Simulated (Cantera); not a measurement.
What does this Cantera script print?

```python
import numpy as np
import cantera as ct

gas_names = """
    Cr CrN CrO CrO2 CrO3 H HNO HNO2 HNO3 HO2 H2 H2O H2O2 N NH NH2 NH3 NH2OH NO NO2 NO3 N2 N2H2 N2H4 N2O
    O OH O2 O3
""".split()
cond_names = """
    Cr(cr) Cr(L) CrN(s) Cr2N(s) Cr2O3(s) Cr2O3(L) H2O(s) H2O(L)
""".split()


# ... load() reads the species with a 1 bar reference pressure and builds the phases ...
atoms = {
    'Cr': {'Cr': 1},
    'NH3': {'N': 1, 'H': 3},
    'N2': {'N': 2},
    'H2O': {'H': 2, 'O': 1},
}
top_T = {'CrN(s)': 1900, 'Cr2N(s)': 1900}  # K; cautious upper limits of use, not melting points


# ... equilibrate(T, P, feed) seeds the gas with the atoms and calls Mixture.equilibrate('TP', solver="vcs", rtol=1e-11, max_steps=5000) ...
results = []
feed = {'Cr': 1, 'NH3': 9.4, 'N2': 4.2, 'H2O': 0.077}  # mol
P = 133.322  # Pa
for T in [923, 973, 1023, 1073, 1123, 1173, 1223, 1273, 1323, 1373, 1423]:
    mix = equilibrate(T, P, feed)
    results.append((T, P, feed, dict(zip(mix.species_names, mix.species_moles))))

top = {s: max(r[3][s] / sum(r[3][g] for g in gas_names) for r in results) for s in gas_names}
cols = sorted((s for s in top if top[s] > 1e-06), key=lambda s: -top[s])[:7]
seen = [c for c in cond_names if any(r[3].get(c, 0) > 1e-12 for r in results)]
print("log10 of partial pressures in bar; condensed amounts in mol")
print(f"{'T/K':>10s}" + "".join(f"{s[:9]:>10s}" for s in cols + seen))
for T, P, feed, n in results:
    ng = sum(n[g] for g in gas_names)
    print(f"{T:10.4g}" + "".join(f"{np.log10(max(n[s] / ng * P / 1e5, 1e-99)):10.3f}" for s in cols)
          + "".join(f"{n.get(c, 0):10.4g}" for c in seen))
```

Result:

```
log10 of partial pressures in bar; condensed amounts in mol
       T/K        H2        N2       H2O         H        Cr    Cr(cr)    CrN(s)   Cr2N(s)  Cr2O3(s)
       923    -3.078    -3.304    -8.109   -11.150   -15.654         0    0.9488         0   0.02562
       973    -3.082    -3.296    -7.945   -10.507   -14.209         0         0    0.4744    0.0256
      1023    -3.082    -3.296    -7.717    -9.924   -13.023         0         0    0.4744   0.02556
      1073    -3.082    -3.296    -7.510    -9.395   -11.949         0         0    0.4745   0.02549
      1123    -3.082    -3.296    -7.323    -8.912   -10.973         0         0    0.4746    0.0254
      1173    -3.082    -3.296    -7.152    -8.470   -10.082         0         0    0.4747   0.02526
      1223    -3.087    -3.289    -6.973    -8.065    -9.307    0.9499         0         0   0.02505
      1273    -3.087    -3.289    -6.764    -7.690    -8.654    0.9506         0         0   0.02467
      1323    -3.087    -3.289    -6.571    -7.343    -8.051    0.9516         0         0   0.02412
      1373    -3.087    -3.289    -6.392    -7.021    -7.494    0.9528         0         0   0.02333
      1423    -3.087    -3.289    -6.227    -6.721    -6.977    0.9537         0         0   0.02224
```

Method: chemical equilibrium by Gibbs-energy minimisation in Cantera with the NASA 1993 tables (ideal gas, pure condensed phases). Mutual solubility and eutectic melting of coexisting phases are not modelled.
